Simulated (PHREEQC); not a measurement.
A solution holds 96 mmol/kgw H2SO4 and 43 mmol/kgw MnSO4, at 25 °C. It is in equilibrium with CO2 at log p = 0 (atm). Otherwise closed; pH follows from the charge balance.

Equilibrium calculation in PHREEQC: ion-association model, phreeqc.dat.

Precipitation was switched off in this run.

Question: Order these S species by the share of S that they hold, largest first: MnSO4, HSO4-, SO4-2.

Answer: HSO4- (67 %), SO4-2 (23 %), MnSO4 (10 %)

The pH is 1.10 and the ionic strength 0.218 mol/kgw.
